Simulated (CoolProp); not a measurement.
Values from CoolProp's reference Helmholtz-energy equation of state, Lemmon 2006. It is a short technical equation, of lower accuracy than the large ones.

**Question.** For carbon monoxide, give the phase and the cp (kJ/(kg K)) at 157.35 °C and 101 kPa.

**Answer.** 
- 157.35 °C and 101 kPa: gas; cp 1.05
